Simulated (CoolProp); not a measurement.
The numbers come from the reference Helmholtz-energy equation of state, Gao 2020 in CoolProp.

Problem. For ammonia, give the phase and the viscosity (µPa s) at 92.35 °C and 94.5 kPa; 336.95 °C and 25200 kPa; 4.75 °C and 205 kPa.

Solution. 
- 92.35 °C and 94.5 kPa: gas; viscosity 12.6
- 336.95 °C and 25200 kPa: supercritical; viscosity 25.3
- 4.75 °C and 205 kPa: gas; viscosity 9.32

Viscosity comes from a separate model (Fenghour 1995).
